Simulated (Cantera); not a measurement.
**Hydrocarbon pyrolysis for carbon deposition**

An isothermal, constant-pressure homogeneous reactor starts with 10.3 % C₂H₆, 89.7 % N₂, at 1623 K and 1.00 bar.

Detailed kinetics in Cantera: GRI-Mech 3.0 (53 species, 325 reactions). GRI-Mech 3.0 stops at C3 and has no aromatics, soot or wall deposition, so with more carbon than oxygen in the feed, carbon stays in small species such as C2H2 where larger ones or solid carbon would form.

| t (s) | x C₂H₆ | x C₂H₂ | x CH₂ | x H₂ | x HCN | x CH₃ | x C₂H |
|---|---|---|---|---|---|---|---|
| 3.00e-6 | 0.101 | 8.99e-8 | 9.83e-7 | 0.000273 | 2.54e-10 | 0.00218 | <1e-12 |
| 1.69e-5 | 0.0808 | 0.000305 | 6.19e-6 | 0.0124 | 1.12e-7 | 0.00482 | 1.12e-8 |
| 9.49e-5 | 0.0174 | 0.0133 | 3.30e-6 | 0.0638 | 3.26e-7 | 0.00236 | 1.33e-7 |
| 0.000533 | 0.000209 | 0.0465 | 9.59e-8 | 0.105 | 3.77e-7 | 0.000260 | 7.33e-8 |
| 0.00300 | 1.91e-5 | 0.0644 | 1.45e-8 | 0.122 | 3.71e-7 | 9.81e-5 | 3.87e-8 |
| 0.0169 | 1.56e-5 | 0.0721 | 1.37e-8 | 0.131 | 3.71e-7 | 9.25e-5 | 4.34e-8 |
| 0.0949 | 8.80e-6 | 0.0752 | 1.05e-8 | 0.141 | 3.85e-7 | 6.99e-5 | 4.59e-8 |
| 0.533 | 1.80e-6 | 0.0803 | 4.85e-9 | 0.157 | 4.35e-7 | 3.04e-5 | 5.13e-8 |
| 3.00 | 7.22e-7 | 0.0820 | 2.72e-9 | 0.163 | 5.75e-7 | 1.65e-5 | 5.37e-8 |
x: mole fraction; the columns are a selection and need not sum to one.

Equilibrium at this temperature and pressure: C₂H₆ 3.45e-7, C₂H₂ 0.0384, CH₂ 1.86e-9, H₂ 0.165, HCN 0.0897, CH₃ 1.14e-5, C₂H 2.49e-8 (gas phase only).
